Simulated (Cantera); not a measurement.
Input: 1 mol Fe2O3, 0.55 mol H2S, 0.063 mol CO2, held at 0.100 bar.

Cantera equilibrium calculation (NASA polynomials, part measured and part estimated; ideal gas, pure solids and liquids). Candidate condensed phases: C, C6H6, C7H8, C8H18, Fe, Fe(CO)5, FeO, Fe(OH)2, Fe(OH)3, FeS, FeSO4, FeS2, Fe2O3, Fe2(SO4)3, Fe3O4, H2O, H2SO4, S; 127 gas species. Mutual solubility and eutectic melting of coexisting phases are not modelled. FeS: taken at fixed stoichiometry. Gases not in the tables: S3 to S7. Equilibrium is a limit: real reactors are often held back by kinetics, nucleation or transport. All values below are at 1148 K.

Base state: H2O 0.690, SO2 0.187, CO2 0.0803, S2 0.0188, H2S 0.0131, H2 0.00899, CO 0.00124, S2O 0.000676 (mole fractions); condensed: FeS(s) + Fe3O4(s).

### Question
What changes in the equilibrium state with this change: H2S from 0.55 to 0.059 mol?

### Answer
```json
[
 {"species": "CO2", "before": "0.0803", "after": "0.348"},
 {"species": "H2O", "before": "0.690", "after": "0.326"},
 {"species": "SO2", "before": "0.187", "after": "0.326"},
 {"species": "S2", "before": "0.0188", "after": "<1e-9"},
 {"species": "H2S", "before": "0.0131", "after": "<1e-9"},
 {"species": "S2O", "before": "0.000676", "after": "<1e-9"},
 {"species": "COS", "before": "5.70e-5", "after": "<1e-9"},
 {"species": "SH", "before": "3.38e-5", "after": "<1e-9"},
 {"species": "H2", "before": "0.00899", "after": "5.88e-6"},
 {"species": "FeS(s), mol", "before": "0.366", "after": "0"},
 {"species": "Fe3O4(s), mol", "before": "0.545", "after": "0.354"},
 {"species": "Fe2O3(s), mol", "before": "0", "after": "0.469"}
]
```
